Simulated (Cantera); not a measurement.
Input: 1 mol Fe3O4, 0.32 mol HCl, a varied amount of O2, held at 1273.15 K and 100000 Pa.

Cantera equilibrium calculation (NASA polynomials, part measured and part estimated; ideal gas, pure solids and liquids). Candidate condensed phases: Fe, FeCl2, FeCl3, FeO, Fe(OH)2, Fe(OH)3, Fe2O3, Fe3O4, H2O; 22 gas species. Mutual solubility and eutectic melting of coexisting phases are not modelled. Kinetics and transport are ignored.

x: gas mole fraction; n: condensed amount in mol.

```tsv
n(O2) (mol)	x O2	x HCl	x H2O	x Cl2	x FeCl2	x FeCl3	n Fe2O3(s)	n Fe3O4(s)
0.12	6.62e-6	0.782	0.118	0.000977	0.0647	0.0330	0.735	0.500
0.18	6.62e-6	0.782	0.118	0.000977	0.0647	0.0330	?	?
0.28	0.0536	0.720	0.119	0.0738	0.00572	0.0253	1.49	0
0.44	?	?	?	?	?	?	1.50	0
0.68	0.559	0.295	0.0730	0.0654	0.000873	0.00364	1.50	0
1	0.694	0.202	0.0522	0.0477	0.000542	0.00193	1.50	0
1.6	0.805	0.127	0.0338	0.0313	0.000318	0.000916	1.50	0
2.5	0.874	0.0815	0.0221	0.0205	0.000196	0.000458	1.50	0
```

### Question
Some entries are withheld; supply them.

### Answer

- 0.18, n Fe2O3(s): 1.09
- 0.18, n Fe3O4(s): 0.260
- 0.44, x O2: 0.346
- 0.44, x HCl: 0.453
- 0.44, x H2O: 0.102
- 0.44, x Cl2: 0.0867
- 0.44, x FeCl2: 0.00166
- 0.44, x FeCl3: 0.00797
